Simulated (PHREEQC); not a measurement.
Consider water at 10 °C with 0.02 mol LiOH and 2.2e-05 mol CO2 per kg of water. Closed to the air; pH follows from the charge balance.

Computed with PHREEQC (Pitzer model, pitzer.dat).

Question: The ionic strength comes out as 0.0200 mol/kgw. What activity coefficients do OH-, Li+, CO3-2 get?

Answer: OH- 0.86, Li+ 0.87, CO3-2 0.54. Single-ion values are on the MacInnes scale.

No solid was allowed to form. Species that the database lacks are ignored. Away from 25 °C the constants follow the database's enthalpies or fits; those with neither stay at their 25 °C values.
